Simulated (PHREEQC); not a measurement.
Solution (25 °C): 6 mol/kgw NaBr, 0.031 mol/kgw Na2B4O7 and 0.32 mol/kgw MgCl2. Closed to the air; pH follows from the charge balance.

Equilibrium calculation in PHREEQC: Pitzer model, pitzer.dat.

The ionic strength comes out as 6.90 mol/kgw. What activity coefficients do B(OH)4-, Mg+2, Na+, B4O5(OH)4-2, MgB(OH)4+ get?

B(OH)4- 0.13, Mg+2 37, Na+ 2.6, B4O5(OH)4-2 0.00017, MgB(OH)4+ 0.64. Single-ion values are on the MacInnes scale.

Precipitation was switched off in this run. Species that the database lacks are ignored. In brines, pH and single-ion activities rest on the MacInnes convention.
